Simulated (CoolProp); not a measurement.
n-dodecane along the isotherm 620 K: Z from the reference equation and from simpler models built on Tc = 658.1 K, pc = 1818 kPa, ω = 0.574; each cubic takes its own stable root.

Computed with CoolProp (reference Helmholtz-energy equation of state, Lemmon 2004). It is a short technical equation, of lower accuracy than the large ones.

```
p (kPa)   phase  reference
-------  ------  ---------
757         gas     0.7542
1510     liquid     0.1144
2270     liquid     0.1669
3030     liquid     0.2179
3790     liquid     0.2676
4540     liquid     0.3158
5300     liquid     0.3638
6060     liquid     0.4110
6820     liquid     0.4577
7570     liquid     0.5032
8330     liquid     0.5488
9090     liquid     0.5940
```

### Question
How far does each simpler model (van der Waals, Redlich-Kwong, Soave-Redlich-Kwong, Peng-Robinson) lie from the reference over these 12 states: mean and median of the absolute difference, and the worst?

### Answer
- van der Waals: mean 59.8 %, median 60.2 %, worst +88.1 % at 620 K and 1510 kPa
- Redlich-Kwong: mean 24.7 %, median 23.5 %, worst +41.9 % at 620 K and 1510 kPa
- Soave-Redlich-Kwong: mean 19.8 %, median 19.8 %, worst +28.7 % at 620 K and 1510 kPa
- Peng-Robinson: mean 7.6 %, median 6.9 %, worst +14.2 % at 620 K and 1510 kPa
